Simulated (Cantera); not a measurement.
Thermodynamics of silicon etching in halogen gases, feed Si + HCl + N2

Feed: 1 mol Si, a varied amount of HCl, 0.21 mol N2, equilibrated at 10.0 mbar.

Method: chemical equilibrium by Gibbs-energy minimisation in Cantera with the NASA 1993 tables (ideal gas, pure condensed phases). Candidate condensed phases: NH4Cl, Si, Si3N4; 28 gas species. N2 is the only nitrogen source here; it is nearly inert below about 1500 K, so the nitride shown seldom forms there in practice. Mutual solubility and eutectic melting of coexisting phases are not modelled. The tables' values for SiCl3 are old estimates. Rates play no part.

Stable condensed phases:

```
T in K \ n(HCl) in mol
         1.4   2 2.7 3.7   5 6.9 9.4  13
   1425    A   B   B   B   C   C   C   C
   1375    A   A   B   B   B   C   C   C
   1325    A   A   B   B   B   C   C   C
   1275    A   A   B   B   B   C   C   C
   1225    A   A   B   B   B   C   C   C
   1175    A   A   B   B   B   C   C   C
   1125    A   A   B   B   B   C   C   C
   1075    A   A   A   B   B   C   C   C
   1025    A   A   A   B   B   C   C   C
    975    A   A   A   B   B   C   C   C
    925    A   A   A   B   B   C   C   C
    875    A   A   B   B   B   C   C   C
    825    A   A   B   B   B   C   C   C
    775    A   A   B   B   B   C   C   C
```

A: Si + Si3N4; B: Si3N4; C: gas only.
